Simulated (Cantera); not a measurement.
A closed system holds: 1 mol SiHCl3, 2.4 mol HCl, 100 mol N2, held at 1425 K and 0.100 bar.

Method: chemical equilibrium by Gibbs-energy minimisation in Cantera with the NASA 1993 tables (ideal gas, pure condensed phases). N2 is the only nitrogen source here; it is nearly inert below about 1500 K, so the nitride shown seldom forms there in practice. The tables' values for SiCl3 are old estimates; treat these amounts as uncertain. Rates play no part.

```json
[
 {"species": "N2", "before": "0.962", "after": "0.962"},
 {"species": "HCl", "before": "0.0276", "after": "0.0275"},
 {"species": "SiCl4", "before": "0.00402", "after": "0.00354"},
 {"species": "SiCl2", "before": "0.00199", "after": "0.00272"},
 {"species": "Cl", "before": "9.65e-6", "after": "1.27e-5"},
 {"species": "SiCl3", "before": "0.00143", "after": "0.00162"},
 {"species": "H2", "before": "0.00256", "after": "0.00263"},
 {"species": "SiHCl3", "before": "2.91e-5", "after": "2.91e-5"},
 {"species": "Si3N4(s), mol", "before": "0.0752", "after": "0.0597"}
]
```
Gas species are given as mole fractions.

Task: Name the change that produced these shifts.
A. HCl from 2.4 to 0.019 mol
B. N2 from 100 to 4.1 mol
C. temperature from 1425 K to 1448.15 K
D. pressure from 0.100 bar to 0.530 bar

Result: C, temperature from 1425 K to 1448.15 K
